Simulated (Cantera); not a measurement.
Charge: 1 mol Si, 0.0023 mol H2O, 2 mol N2, 0.59 mol N2O, equilibrated at 850 °C and 750 Torr.

Equilibrium computed with Cantera from the NASA thermochemical tables; the gas is ideal and each condensed phase is pure. Candidate condensed phases: H2O, Si, SiO2, Si2N2O, Si3N4; 35 gas species. Mutual solubility and eutectic melting of coexisting phases are not modelled. Equilibrium is a limit: real reactors are often held back by kinetics, nucleation or transport.

Task: What is the equilibrium state?

Result: x(N2): 0.999
x(H2): 0.00108
n(SiO2(β-quartz)): 0.0615 mol
n(Si2N2O(s)): 0.469 mol
gas amount: 2.123 mol
log10 activity of Si(s) (absent): -8.51
